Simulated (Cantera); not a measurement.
## Equilibrium for silicon etching in halogen gases: Si + SF6 + N2

A closed system holds: 1 mol Si, 0.83 mol SF6, 28 mol N2, held at 1450 K.

Equilibrium computed with Cantera from the NASA thermochemical tables; the gas is ideal and each condensed phase is pure. Candidate condensed phases: S, Si, Si3N4; 29 gas species. The tables' values for S2F2 (SSF2), SF3, FS2F (FSSF) are old estimates; treat these amounts as uncertain. Equilibrium is a limit: real reactors are often held back by kinetics, nucleation or transport.

From 0.00750 Torr to 750 Torr nothing is condensed. The main Si-bearing gas is SiF4 throughout.

| P (Pa) | log p N2 | log p SiF4 | log p F | log p SF2 | log p S2F2 (SSF2) | log p S2 |
|---|---|---|---|---|---|---|
| 1 | -5.03 | -6.48 | -6.61 | -7.48 | -8.82 | -6.96 |
| 4.20 | -4.41 | -5.85 | -6.23 | -6.47 | -7.55 | -6.45 |
| 18 | -3.77 | -5.22 | -5.96 | -5.69 | -6.52 | -5.96 |
| 75 | -3.15 | -4.60 | -5.77 | -5.05 | -5.63 | -5.46 |
| 320 | -2.52 | -3.97 | -5.60 | -4.46 | -4.80 | -4.97 |
| 1300 | -1.91 | -3.36 | -5.44 | -3.93 | -4.04 | -4.53 |
| 5600 | -1.27 | -2.72 | -5.27 | -3.39 | -3.30 | -4.13 |
| 24000 | -0.64 | -2.09 | -5.08 | -2.85 | -2.61 | -3.81 |
| 100000 | -0.02 | -1.47 | -4.87 | -2.31 | -1.95 | -3.58 |
log p: log10 of the partial pressure in bar; nothing condenses.
